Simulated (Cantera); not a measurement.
Input (Python, Cantera):

```python
import numpy as np
import cantera as ct

gas = ct.Solution("gri30.yaml")


def delay(T, t_max=10):
    gas.TPX = T, 101325, {'CH4': 1, 'C2H6': 0.082, 'C3H8': 0.49, 'O2': 10.5, 'N2': 34.7}
    reactor = ct.IdealGasReactor(gas, clone=False)
    net = ct.ReactorNet([reactor])
    net.rtol, net.atol = 1e-8, 1e-16
    while net.time < t_max:
        t_old, T_old = net.time, reactor.T
        net.step()
        if reactor.T > T + 400:  # ignition: a rise of 400 K
            return t_old + (T + 400 - T_old) / (reactor.T - T_old) * (net.time - t_old)
    return np.nan


taus = []
for T in [1250, 1325, 1400, 1475, 1550, 1625, 1700, 1775, 1850]:
    taus.append(delay(T))
    print(f"T0 = {T:6g} K   tau = {taus[-1]:.4e} s")
```

Output:

```
T0 =   1250 K   tau = 1.8462e-03 s
T0 =   1325 K   tau = 5.7747e-04 s
T0 =   1400 K   tau = 2.1970e-04 s
T0 =   1475 K   tau = 1.0038e-04 s
T0 =   1550 K   tau = 5.3521e-05 s
T0 =   1625 K   tau = 3.2245e-05 s
T0 =   1700 K   tau = 2.1349e-05 s
T0 =   1775 K   tau = 1.5196e-05 s
T0 =   1850 K   tau = 1.1435e-05 s
```

Cantera simulation using GRI-Mech 3.0 (53 species, 325 reactions); the numbers are that mechanism's predictions, not measurements. GRI-Mech 3.0 was tuned for natural gas; its chemistry of propane as a main component is partial and can be far from experiment.
